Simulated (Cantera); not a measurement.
## Si + Br2 (silicon etching in halogen gases)

A closed system holds: 1 mol Si, 1.3 mol Br2.

These are equilibrium values from Cantera (NASA tables, ideal gas, pure condensed phases), not measurements of a reactor. Candidate condensed phases: Br2, Si; 9 gas species. The tables' values for SiBr3 are old estimates. The numbers say what is thermodynamically allowed, not how fast it happens.

Stable condensed phases:

```
T in °C \ P in Pa
              1    3.6     13     46    170    600   2200   7700  28000 100000
   1377       A      A      B      B      B      B      B      B      B      B
   1302       A      B      B      B      B      B      B      B      B      A
   1227       B      B      B      B      B      B      B      B      A      A
   1152       B      B      B      B      B      B      B      B      A      A
   1077       B      B      B      B      B      B      A      A      A      A
   1002       B      B      B      B      B      A      A      A      A      A
    927       B      B      B      B      A      A      A      A      A      A
    852       B      B      A      A      A      A      A      A      A      A
    777       B      A      A      A      A      A      A      A      A      A
    702       A      A      A      A      A      A      A      A      A      A
    627       A      A      A      A      A      A      A      A      A      A
    552       A      A      A      A      A      A      A      A      A      A
    477       A      A      A      A      A      A      A      A      A      A
    402       A      A      A      A      A      A      A      A      A      A
```

A: Si; B: gas only.
